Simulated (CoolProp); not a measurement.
Vapour pressure (MPa) of CHF3 (R23): the reference equation beside estimates from Tc = 26.1 °C, pc = 4.832 MPa, ω = 0.263. Clausius-Clapeyron is anchored at -96.05 °C with a constant enthalpy of vaporisation of 17.53 kJ/mol.

The numbers come from the reference Helmholtz-energy equation of state, Penoncello 2003 in CoolProp.

| T (°C) | reference | Clausius-Clapeyron | Redlich-Kwong | Soave-Redlich-Kwong | Peng-Robinson |
|---|---|---|---|---|---|
| -127.25 | 0.002796 | 0.003273 | 0.007623 | 0.002604 | 0.002841 |
| -116.85 | 0.007926 | 0.008562 | 0.01955 | 0.007502 | 0.007977 |
| -106.45 | 0.01933 | 0.01987 | 0.04330 | 0.01856 | 0.01934 |
| -96.05 | 0.04176 | 0.04176 | 0.08539 | 0.04059 | 0.04164 |
| -85.65 | 0.08175 | 0.08084 | 0.1535 | 0.08030 | 0.08139 |
| -75.35 | 0.1468 | 0.1452 | 0.2550 | 0.1455 | 0.1461 |
| -64.95 | 0.2480 | 0.2473 | 0.4007 | 0.2476 | 0.2469 |
| -54.55 | 0.3961 | 0.4004 | 0.5987 | 0.3980 | 0.3950 |
| -44.15 | 0.6039 | 0.6206 | 0.8580 | 0.6099 | 0.6033 |
| -33.75 | 0.8851 | 0.9258 | 1.187 | 0.8975 | 0.8861 |
| -23.35 | 1.255 | 1.336 | 1.594 | 1.276 | 1.259 |
| -12.95 | 1.729 | 1.872 | 2.087 | 1.761 | 1.739 |

Absolute difference from the reference over all 12 rows, mean and median: Clausius-Clapeyron 4.5 and 2.8 %, Redlich-Kwong 78.8 and 67.6 %, Soave-Redlich-Kwong 2.4 and 1.7 %, Peng-Robinson 0.4 and 0.4 %.
